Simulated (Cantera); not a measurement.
A Cantera script and its output.

```python
import numpy as np
import cantera as ct

gas = ct.Solution("gri30.yaml")
gas.TPX = 573, 101325, {'CO': 1, 'H2': 0.3, 'CH4': 0.11, 'O2': 0.544, 'N2': 2.04}
inlet = ct.Reservoir(gas, clone=True)
gas.equilibrate("HP")  # start burning
reactor = ct.IdealGasConstPressureReactor(gas, energy="on", clone=False)
exhaust = ct.Reservoir(gas, clone=True)
tau = [0.061, 0.022, 0.0077, 0.0027, 0.00096, 0.00034, 0.00012, 4.3e-05, 1.5e-05][0]
for a, b in ((inlet, reactor), (reactor, exhaust)):
    ct.MassFlowController(a, b, mdot=lambda t: reactor.mass / tau)
net = ct.ReactorNet([reactor])
show = ['CO', 'H2', 'CH4', 'O', 'CH2']

rows = []
print(f"{'tau/s':>10s}{'T/K':>9s}" + "".join(f"{s:>11s}" for s in show))
for tau in [0.061, 0.022, 0.0077, 0.0027, 0.00096, 0.00034, 0.00012, 4.3e-05, 1.5e-05]:
    net.initial_time = 0.0
    net.advance(30 * tau)
    before = gas.X
    net.advance(40 * tau)
    drift = np.max(np.abs(gas.X - before) / (gas.X + 1e-9))
    rows.append([gas.T, *gas[show].X, drift])
    print(f"{tau:10.3e}{gas.T:9.1f}" + "".join(f"{x:11.3e}" for x in gas[show].X))
```

Output:

```
     tau/s      T/K         CO         H2        CH4          O        CH2
 6.100e-02   2354.8  1.571e-01  2.192e-02  1.345e-06  2.856e-04  7.818e-08
 2.200e-02   2332.1  1.576e-01  2.212e-02  2.461e-06  5.213e-04  1.504e-07
 7.700e-03   2289.0  1.589e-01  2.258e-02  4.452e-06  1.068e-03  2.538e-07
 2.700e-03   2216.5  1.610e-01  2.345e-02  8.424e-06  2.161e-03  3.782e-07
 9.600e-04   2110.4  1.636e-01  2.469e-02  1.737e-05  3.978e-03  5.175e-07
 3.400e-04   1972.2  1.662e-01  2.597e-02  4.102e-05  6.473e-03  6.845e-07
 1.200e-04   1810.8  1.702e-01  2.662e-02  1.169e-04  9.106e-03  9.271e-07
 4.300e-05   1629.2  1.864e-01  2.659e-02  4.578e-04  1.029e-02  1.465e-06
 1.500e-05    573.0  2.504e-01  7.511e-02  2.754e-02  1.279e-17  7.824e-33
```

Model: GRI-Mech 3.0 (53 species, 325 reactions), integrated in Cantera.
